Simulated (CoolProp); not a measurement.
Vapour-liquid equilibrium of n-hexane (1) + hexamethyldisiloxane (MM) (2) at 390.3 K; x and y are mole fractions of (1).

The numbers come from the multi-fluid Helmholtz-energy mixture model, Thol 2019 and Thol 2016; pair parameters Bell 2016 in CoolProp.

Problem. Give the bubble pressure and the first vapour's composition at x = 0.25, 0.75, 0.85. Is there an azeotrope?

Solution. x = 0.25: 0.2033 MPa, y = 0.393; x = 0.75: 0.3085 MPa, y = 0.871; x = 0.85: 0.3342 MPa, y = 0.931. No azeotrope shows between x = 0.05 and 0.95.

The pair parameters rest on a limited set of measurements; away from them the model extrapolates.
